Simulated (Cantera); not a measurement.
**Adiabatic ignition**

An adiabatic, constant-volume homogeneous reactor starts with CH4 : C2H6 : O2 : N2 = 1 : 0.14 : 4.53 : 17 (molar parts), at 1250 K and 2.27 atm.

Model: GRI-Mech 3.0 (53 species, 325 reactions), integrated in Cantera.

```csv
t (s),T (K),P (bar),x CH4,x C2H6,x O2,x CH2O,x H2O
2.00e-6,1250,2.30,0.0441,0.00618,0.200,4.43e-10,4.81e-10
5.02e-6,1250,2.30,0.0441,0.00618,0.200,2.83e-9,3.46e-9
1.26e-5,1250,2.30,0.0441,0.00618,0.200,1.79e-8,2.33e-8
3.17e-5,1250,2.30,0.0441,0.00617,0.200,1.14e-7,1.53e-7
7.96e-5,1250,2.30,0.0441,0.00617,0.200,7.59e-7,1.07e-6
0.000200,1250,2.30,0.0441,0.00616,0.200,6.41e-6,1.01e-5
0.000502,1251,2.30,0.0439,0.00605,0.200,0.000124,0.000225
0.00126,2570,4.78,<1e-12,<1e-12,0.0877,1.04e-11,0.0992
0.00317,2558,4.75,<1e-12,<1e-12,0.0847,9.62e-12,0.0995
0.00796,2546,4.73,<1e-12,<1e-12,0.0818,8.91e-12,0.0998
0.0200,2543,4.72,<1e-12,<1e-12,0.0810,8.72e-12,0.0999
0.0502,2542,4.72,<1e-12,<1e-12,0.0810,8.72e-12,0.0999
0.126,2542,4.72,<1e-12,<1e-12,0.0810,8.72e-12,0.0999
0.317,2542,4.72,<1e-12,<1e-12,0.0810,8.72e-12,0.0999
0.796,2542,4.72,<1e-12,<1e-12,0.0810,8.72e-12,0.0999
2.00,2542,4.72,<1e-12,<1e-12,0.0810,8.72e-12,0.0999
```
x: mole fraction; the columns are a selection and need not sum to one.

```yaml
time_of_steepest_temperature_rise: 1.05 ms
temperature at 2.00 s: 2542 K
equilibrium_temperature: 2542 K
x(CH4) at 2.00 s: <1e-12 (gas-phase equilibrium <1e-12)
x(C2H6) at 2.00 s: <1e-12 (gas-phase equilibrium <1e-12)
x(O2) at 2.00 s: 0.0810 (gas-phase equilibrium 0.0810)
```
